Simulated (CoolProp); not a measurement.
Model: reference Helmholtz-energy equation of state, Gao 2016, in CoolProp.

For sulfur dioxide, give the phase and the expansivity (1/kK), fugacity coefficient at 252 K and 17400 kPa.


- 252 K and 17400 kPa: liquid; expansivity 1.58, fugacity coefficient 0.00482
